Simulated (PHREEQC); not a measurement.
A solution holds 0.015 mol/kgw LiOH, at 20 °C. Closed to the air; pH follows from the charge balance.

Computed with PHREEQC (ion-association model, phreeqc.dat).

```
Item                           Value
--------------------  --------------
pH                             12.29
ionic strength        0.0150 mol/kgw
specific conductance      2900 µS/cm
total alkalinity         15.0 meq/kg
```

| species | molality | activity | log γ |
|---|---|---|---|
| OH- | 0.0150 | 0.0132 | -0.054 |
| Li+ | 0.0150 | 0.0134 | -0.050 |

Precipitation was switched off in this run.
